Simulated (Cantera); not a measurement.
Charge: 1 mol SiO2, 73 mol HCl, 16 mol N2, 2.6 mol SiCl4, at 1873.15 K.

These are equilibrium values from Cantera (NASA tables, ideal gas, pure condensed phases), not measurements of a reactor. Candidate condensed phases: H2O, NH4Cl, Si, SiO2, Si2N2O, Si3N4; 47 gas species. The tables hold silica as quartz up to 1696 K and as liquid above; real silica turns to tridymite and cristobalite and melts near 1996 K. The numbers say what is thermodynamically allowed, not how fast it happens.

**Question.** What share of the Si ends up in condensed phases as a function of P (Pa), at 1, 10, 100, 1000, 10000, 100000?

**Answer.** 
| P (Pa) | Si condensed (%) | as |
|---|---|---|
| 1 | 0.0 | - |
| 10 | 0.0 | - |
| 100 | 0.0 | - |
| 1000 | 0.0 | - |
| 10000 | 24.7 | SiO2(condensed) |
| 100000 | 27.3 | SiO2(condensed) |
